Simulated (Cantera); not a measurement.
Input: 1 mol CaO, 7 mol HBr, 1.2 mol H₂, at 1002 °C and 0.0100 bar.

These are equilibrium values from Cantera (NASA tables, ideal gas, pure condensed phases), not measurements of a reactor. Candidate condensed phases: Br₂, Ca, CaBr₂, CaO, Ca(OH)₂, H₂O; 19 gas species. The numbers say what is thermodynamically allowed, not how fast it happens.

Base state: HBr 0.670, H₂ 0.163, H₂O 0.135, CaBr₂ 0.0282, Br 0.00334, Br₂ 2.06e-5 (mole fractions); condensed: CaBr₂(l).

Question: What changes in the equilibrium state with this change: temperature from 1002 °C to 752 °C?

Answer: 
| species | before | after |
|---|---|---|
| HBr | 0.670 | 0.694 |
| H₂ | 0.163 | 0.167 |
| H₂O | 0.135 | 0.139 |
| CaBr₂ | 0.0282 | 9.25e-5 |
| Br | 0.00334 | 0.000102 |
| Br₂ | 2.06e-5 | 1.79e-6 |
| CaBr₂(l), mol | 0.791 | 0.999 |
